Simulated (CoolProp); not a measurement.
Values from CoolProp's reference Helmholtz-energy equation of state, McLinden 2015.

Question: Give the vapour pressure (MPa), vapour density (kg/m³), enthalpy of vaporisation (kJ/kg) of saturated the fluoroketone C6F12O (FK-5-1-12) at 292.7, 302.8, 317.8 K.

Answer: 
```tsv
T (K)	p (MPa)	vapour density (kg/m³)	enthalpy of vaporisation (kJ/kg)
292.7	0.0319	4.27	96.3
302.8	0.0490	6.39	93.5
317.8	0.0867	11.0	89.3
```
